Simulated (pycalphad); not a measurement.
CALPHAD calculation (pycalphad, COST 507 light-alloy database (1999)), 1 atm. These are 1990s assessments: newer ones move some temperatures and phases. Phase fractions are per mole of atoms. Diffusion is slow at the low end, where real alloys seldom reach equilibrium.

Question: Give the equilibrium state of Mg-28Si (at.%) at 737 °C.

Answer: MG2SI, fraction 0.822, with 33.3 Si at.%; liquid, fraction 0.178, with 3.3 Si at.%.

Question: Give the equilibrium state of Mg-28Si (at.%) at 137 °C.

Answer: MG2SI, fraction 0.840, with 33.3 Si at.%; hcp, fraction 0.160, with <0.01 Si at.%.

Database names, with the compositions (at.%) that they take in these runs: MG2SI: Mg 67 Si 33.
